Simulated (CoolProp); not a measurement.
A Linde-Hampson liquefier for ethane: isothermal reversible compression at 320 K from 1 atm to 40 MPa, throttling to 1 atm, return gas leaving the recuperator 10 K below the feed. Each further row changes one setting.

Values from CoolProp's reference Helmholtz-energy equation of state, Bücker 2006.

```
case                        liquid yield per pass  compression work (kJ/kg of gas)
--------------------------  ---------------------  -------------------------------
as stated                                   0.446                              414
high pressure 80 MPa                        0.395                              499
warm-end temperature 350 K                  0.376                              482
warm-end gap 15 K                           0.439                              414
```
